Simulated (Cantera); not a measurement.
A jet of 2.75 % CH4, 13.7 % O2, 83.5 % N2, equivalence ratio 0.40 at 300 K and 0.0612 atm hits a platinum plate 9.6 cm away at a mass flux of 0.19 kg/m²/s; the plate temperature is set and raised in steps from an oxygen-covered start.

Cantera simulation using Deutschmann's 1995 Pt surface mechanism with GRI-Mech 3.0 gas chemistry; the numbers are that mechanism's predictions, not measurements. Catalytic surfaces can have several steady states; this one follows from the mechanism file's or the stated starting coverage.

One state of this run: wall x CH4 = 0.0137; wall x O2 = 0.108; wall x H2O = 0.0255; wall x OH = 2.52e-7; wall x CO = 1.02e-5; wall x CO2 = 0.0168; θ free Pt = 0.356; θ O* = 0.643. x: mole fraction at the wall; θ: surface coverage.

Which value of plate T (K) does it belong to?
(A) 1000
(B) 1100
(C) 850
(D) 900

A, 1000
